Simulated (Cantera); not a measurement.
## Premixed flame

A freely propagating, adiabatic, planar premixed flame of CH₄ : CO : O₂ : N₂ = 1 : 0.26 : 2.84 : 10.5 (molar parts), equivalence ratio 0.75, unburnt at 350 K and 0.365 atm; mixture-averaged transport, grid criteria slope 0.08 and curve 0.16, no radiation.

Model: GRI-Mech 3.0 (53 species, 325 reactions), integrated in Cantera. Burning velocities carry a grid error of a few per cent, more on coarse grids.

```json
[
 {"z (mm)": "-3.25", "T (K)": "350", "u (m/s)": "0.500", "x CH₄": "0.0685", "x CO": "0.0178", "x O₂": "0.194", "x HO₂": "<1e-8", "x H": "<1e-8", "x N₂O": "<1e-8"},
 {"z (mm)": "-2.16", "T (K)": "351", "u (m/s)": "0.501", "x CH₄": "0.0684", "x CO": "0.0178", "x O₂": "0.194", "x HO₂": "1.87e-7", "x H": "<1e-8", "x N₂O": "<1e-8"},
 {"z (mm)": "-1.62", "T (K)": "354", "u (m/s)": "0.506", "x CH₄": "0.0682", "x CO": "0.0178", "x O₂": "0.194", "x HO₂": "1.42e-6", "x H": "<1e-8", "x N₂O": "<1e-8"},
 {"z (mm)": "-1.08", "T (K)": "389", "u (m/s)": "0.558", "x CH₄": "0.0662", "x CO": "0.0183", "x O₂": "0.192", "x HO₂": "1.91e-5", "x H": "1.57e-8", "x N₂O": "<1e-8"},
 {"z (mm)": "-0.541", "T (K)": "729", "u (m/s)": "1.06", "x CH₄": "0.0493", "x CO": "0.0247", "x O₂": "0.167", "x HO₂": "0.000102", "x H": "8.36e-5", "x N₂O": "<1e-8"},
 {"z (mm)": "-0.270", "T (K)": "1106", "u (m/s)": "1.61", "x CH₄": "0.0283", "x CO": "0.0344", "x O₂": "0.134", "x HO₂": "0.000109", "x H": "0.000657", "x N₂O": "1.42e-8"},
 {"z (mm)": "0", "T (K)": "1465", "u (m/s)": "2.14", "x CH₄": "0.00714", "x CO": "0.0429", "x O₂": "0.0939", "x HO₂": "0.000110", "x H": "0.00248", "x N₂O": "3.36e-8"},
 {"z (mm)": "0.270", "T (K)": "1611", "u (m/s)": "2.35", "x CH₄": "0.000558", "x CO": "0.0371", "x O₂": "0.0709", "x HO₂": "2.09e-5", "x H": "0.00459", "x N₂O": "6.00e-8"},
 {"z (mm)": "0.541", "T (K)": "1658", "u (m/s)": "2.41", "x CH₄": "2.43e-5", "x CO": "0.0276", "x O₂": "0.0628", "x HO₂": "8.44e-6", "x H": "0.00551", "x N₂O": "7.77e-8"},
 {"z (mm)": "1.08", "T (K)": "1717", "u (m/s)": "2.48", "x CH₄": "5.93e-8", "x CO": "0.0173", "x O₂": "0.0575", "x HO₂": "6.46e-6", "x H": "0.00535", "x N₂O": "8.84e-8"},
 {"z (mm)": "2.16", "T (K)": "1787", "u (m/s)": "2.57", "x CH₄": "<1e-8", "x CO": "0.0115", "x O₂": "0.0544", "x HO₂": "4.89e-6", "x H": "0.00385", "x N₂O": "9.75e-8"},
 {"z (mm)": "4.33", "T (K)": "1861", "u (m/s)": "2.66", "x CH₄": "<1e-8", "x CO": "0.00829", "x O₂": "0.0524", "x HO₂": "3.27e-6", "x H": "0.00204", "x N₂O": "1.16e-7"},
 {"z (mm)": "8.66", "T (K)": "1923", "u (m/s)": "2.74", "x CH₄": "<1e-8", "x CO": "0.00523", "x O₂": "0.0507", "x HO₂": "1.96e-6", "x H": "0.000839", "x N₂O": "1.43e-7"}
]
```
x: mole fraction of selected species; z is measured from the peak of heat release.

```
Quantity                     Result
------------------------  ---------
laminar burning velocity  50.0 cm/s
thermal thickness           1.08 mm
peak x(HO₂)                0.000134
peak x(H)                   0.00562
grid points                     143
```
